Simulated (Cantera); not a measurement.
An adiabatic, constant-pressure homogeneous reactor starts with CO : H2 : O2 : N2 : CO2 = 1 : 0.042 : 0.326 : 1.22 : 0.088 (molar parts), at 1525 K and 760 Torr.

Cantera simulation using GRI-Mech 3.0 (53 species, 325 reactions); the numbers are that mechanism's predictions, not measurements.

x: mole fraction; the columns are a selection and need not sum to one.

```json
[
 {"t (s)": "1.00e-6", "T (K)": "1525", "x CO": "0.374", "x H2": "0.0157", "x O2": "0.122", "x H2O2": "6.91e-12", "x CO2": "0.0329"},
 {"t (s)": "2.93e-6", "T (K)": "1525", "x CO": "0.374", "x H2": "0.0157", "x O2": "0.122", "x H2O2": "4.84e-11", "x CO2": "0.0329"},
 {"t (s)": "8.58e-6", "T (K)": "1525", "x CO": "0.374", "x H2": "0.0157", "x O2": "0.122", "x H2O2": "3.67e-10", "x CO2": "0.0329"},
 {"t (s)": "2.51e-5", "T (K)": "1528", "x CO": "0.372", "x H2": "0.0142", "x O2": "0.120", "x H2O2": "(withheld)", "x CO2": "0.0345"},
 {"t (s)": "7.37e-5", "T (K)": "1848", "x CO": "0.283", "x H2": "0.00121", "x O2": "0.0498", "x H2O2": "(withheld)", "x CO2": "0.131"},
 {"t (s)": "0.000216", "T (K)": "2290", "x CO": "0.258", "x H2": "0.00172", "x O2": "0.0409", "x H2O2": "(withheld)", "x CO2": "0.170"},
 {"t (s)": "0.000632", "T (K)": "2660", "x CO": "0.231", "x H2": "0.00161", "x O2": "0.0300", "x H2O2": "(withheld)", "x CO2": "0.210"},
 {"t (s)": "0.00185", "T (K)": "2788", "x CO": "0.219", "x H2": "0.00153", "x O2": "0.0228", "x H2O2": "2.05e-8", "x CO2": "0.227"},
 {"t (s)": "0.00543", "T (K)": "2784", "x CO": "0.219", "x H2": "0.00155", "x O2": "0.0215", "x H2O2": "2.00e-8", "x CO2": "0.227"},
 {"t (s)": "0.0159", "T (K)": "2783", "x CO": "0.219", "x H2": "0.00155", "x O2": "0.0214", "x H2O2": "1.99e-8", "x CO2": "0.227"},
 {"t (s)": "0.0466", "T (K)": "2783", "x CO": "0.219", "x H2": "0.00155", "x O2": "0.0214", "x H2O2": "1.99e-8", "x CO2": "0.227"},
 {"t (s)": "0.137", "T (K)": "2783", "x CO": "0.219", "x H2": "0.00155", "x O2": "0.0214", "x H2O2": "1.99e-8", "x CO2": "0.227"},
 {"t (s)": "0.400", "T (K)": "2783", "x CO": "0.219", "x H2": "0.00155", "x O2": "0.0214", "x H2O2": "1.99e-8", "x CO2": "0.227"}
]
```

**Question.** Fill in the missing entries.

**Answer.** 
- 2.51e-5, x H2O2: 1.03e-7
- 7.37e-5, x H2O2: 9.14e-8
- 0.000216, x H2O2: 3.10e-8
- 0.000632, x H2O2: 1.74e-8
